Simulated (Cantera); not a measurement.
A closed system holds: 1 mol SiCl4, 3.4 mol HCl, 0.31 mol H2, equilibrated at 18.0 bar.

Cantera equilibrium calculation (NASA polynomials, part measured and part estimated; ideal gas, pure solids and liquids). Candidate condensed phases: Si; 19 gas species. The tables' values for SiCl3 are old estimates; treat these amounts as uncertain. Kinetics and transport are ignored.

x: gas mole fraction; nothing condenses.

```json
[
 {"T (K)": "625", "x HCl": "0.722", "x SiCl4": "0.212", "x H2": "0.0658", "x SiCl3": "6.46e-12", "x SiHCl3": "(withheld)", "x SiCl2": "<1e-12", "x Cl": "<1e-12"},
 {"T (K)": "725", "x HCl": "0.722", "x SiCl4": "0.212", "x H2": "0.0658", "x SiCl3": "7.15e-10", "x SiHCl3": "(withheld)", "x SiCl2": "<1e-12", "x Cl": "<1e-12"},
 {"T (K)": "825", "x HCl": "0.722", "x SiCl4": "0.212", "x H2": "0.0658", "x SiCl3": "2.48e-8", "x SiHCl3": "(withheld)", "x SiCl2": "<1e-12", "x Cl": "5.36e-12"},
 {"T (K)": "925", "x HCl": "0.722", "x SiCl4": "0.212", "x H2": "0.0657", "x SiCl3": "3.95e-7", "x SiHCl3": "(withheld)", "x SiCl2": "2.92e-11", "x Cl": "1.66e-10"},
 {"T (K)": "1025", "x HCl": "0.722", "x SiCl4": "0.212", "x H2": "0.0656", "x SiCl3": "3.63e-6", "x SiHCl3": "(withheld)", "x SiCl2": "1.30e-9", "x Cl": "2.67e-9"},
 {"T (K)": "1125", "x HCl": "0.722", "x SiCl4": "0.212", "x H2": "0.0655", "x SiCl3": "2.23e-5", "x SiHCl3": "(withheld)", "x SiCl2": "2.88e-8", "x Cl": "2.63e-8"},
 {"T (K)": "1225", "x HCl": "0.723", "x SiCl4": "0.212", "x H2": "0.0652", "x SiCl3": "0.000101", "x SiHCl3": "(withheld)", "x SiCl2": "3.78e-7", "x Cl": "1.79e-7"},
 {"T (K)": "1325", "x HCl": "0.723", "x SiCl4": "0.211", "x H2": "0.0647", "x SiCl3": "0.000359", "x SiHCl3": "(withheld)", "x SiCl2": "3.31e-6", "x Cl": "9.19e-7"},
 {"T (K)": "1425", "x HCl": "0.724", "x SiCl4": "0.210", "x H2": "0.0638", "x SiCl3": "0.00106", "x SiHCl3": "(withheld)", "x SiCl2": "2.10e-5", "x Cl": "3.77e-6"},
 {"T (K)": "1525", "x HCl": "0.726", "x SiCl4": "0.207", "x H2": "0.0623", "x SiCl3": "0.00266", "x SiHCl3": "(withheld)", "x SiCl2": "0.000101", "x Cl": "1.30e-5"}
]
```

**Question.** What belongs in the gaps?

**Answer.** 
- 625, x SiHCl3: 9.36e-7
- 725, x SiHCl3: 5.97e-6
- 825, x SiHCl3: 2.39e-5
- 925, x SiHCl3: 7.02e-5
- 1025, x SiHCl3: 0.000166
- 1125, x SiHCl3: 0.000334
- 1225, x SiHCl3: 0.000595
- 1325, x SiHCl3: 0.000966
- 1425, x SiHCl3: 0.00145
- 1525, x SiHCl3: 0.00201
